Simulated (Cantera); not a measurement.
## Silicon oxide and oxynitride deposition: HMDSO + CO2 + N2

Charge: 1 mol HMDSO, 0.3 mol CO2, a varied amount of N2, at 550 K and 23.0 Pa.

Method: chemical equilibrium by Gibbs-energy minimisation in Cantera with the NASA 1993 tables (ideal gas, pure condensed phases). Candidate condensed phases: C, C6H6, C7H8, C8H18, H2O, Si, SiC, SiO2, Si2N2O, Si3N4; 151 gas species. The feed counts by its element totals alone. N2 is the only nitrogen source here; it is nearly inert below about 1500 K, so the nitride shown seldom forms there in practice. Rates play no part.

From 1.1 mol N2 to 55 mol N2 the condensed part is C(graphite) + SiO2(α-quartz) + Si2N2O(s).

```csv
n(N2) (mol),log p H2,log p N2,log p CH4,log p NH3,log p H2O,log p CO,n C(graphite),n SiO2(α-quartz),n Si2N2O(s)
1.1,-3.69,-5.10,-4.75,-9.06,-11.13,-12.82,5.64,0.400,0.800
1.9,-3.73,-4.57,-4.82,-8.85,-10.99,-12.64,5.68,0.400,0.800
3.3,-3.78,-4.28,-4.93,-8.79,-10.95,-12.54,5.75,0.400,0.800
5.8,-3.86,-4.07,-5.10,-8.81,-10.96,-12.47,5.83,0.400,0.800
10,-3.97,-3.93,-5.32,-8.90,-11.02,-12.42,5.93,0.400,0.800
18,-4.12,-3.82,-5.62,-9.07,-11.14,-12.39,6.03,0.400,0.800
31,-4.29,-3.75,-5.96,-9.29,-11.29,-12.37,6.11,0.400,0.800
55,-4.50,-3.70,-6.36,-9.57,-11.47,-12.35,6.18,0.400,0.800
```
log p: log10 of the partial pressure in bar; n: condensed amount in mol.
